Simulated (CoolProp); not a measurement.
R1234ze(Z) along the isotherm 4.85 °C: fugacity coefficient from the reference equation and from simpler models built on Tc = 150.1 °C, pc = 3.531 MPa, ω = 0.327; each cubic takes its own stable root.

Model: reference Helmholtz-energy equation of state, Akasaka 2019, in CoolProp.

| p (MPa) | phase | reference |
|---|---|---|
| 0.0558 | gas | 0.9719 |
| 0.127 | liquid | 0.6306 |
| 0.192 | liquid | 0.4182 |
| 0.289 | liquid | 0.2789 |
| 0.436 | liquid | 0.1859 |
| 0.658 | liquid | 0.1242 |
| 0.993 | liquid | 0.08340 |
| 1.5 | liquid | 0.05630 |
| 2.26 | liquid | 0.03848 |

How far does each simpler model (van der Waals, Redlich-Kwong, Soave-Redlich-Kwong, Peng-Robinson) lie from the reference over these 9 states: mean and median of the absolute difference, and the worst?


- van der Waals: mean 298.2 %, median 385.6 %, worst +487.1 % at 4.85 °C and 2.26 MPa
- Redlich-Kwong: mean 90.8 %, median 108.1 %, worst +112.3 % at 4.85 °C and 2.26 MPa
- Soave-Redlich-Kwong: mean 0.7 %, median 0.6 %, worst +2.0 % at 4.85 °C and 2.26 MPa
- Peng-Robinson: mean 0.9 %, median 0.8 %, worst +1.4 % at 4.85 °C and 2.26 MPa

At some of these states van der Waals, Redlich-Kwong gives the other phase, because its saturation line lies elsewhere.
